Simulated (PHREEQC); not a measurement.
Consider water at 23 °C with 3.8 mmol/kgw H2SO4 and 17 mmol/kgw MnSO4. Closed to the air; pH follows from the charge balance.

Computed with PHREEQC (Pitzer model, pitzer.dat).

| quantity | before | after |
|---|---|---|
| pH | 2.41 | 4.14 |
| ionic strength (mol/kgw) | 0.0741 | 0.000792 |
| SO4-2 (mol/kgw) | 0.0181 | 0.000207 |
| HSO4- (mol/kgw) | 0.00266 | 1.21e-6 |

Question: Which change was made?
A) temperature from 23 to 90 °C
B) MnSO4 from 0.017 to 0.0187 mol/kgw
C) diluted 100-fold with water
D) temperature from 23 to 80 °C
E) temperature from 23 to 30 °C

Answer: C, diluted 100-fold with water

This is a speciation only: nothing precipitates in the calculation.
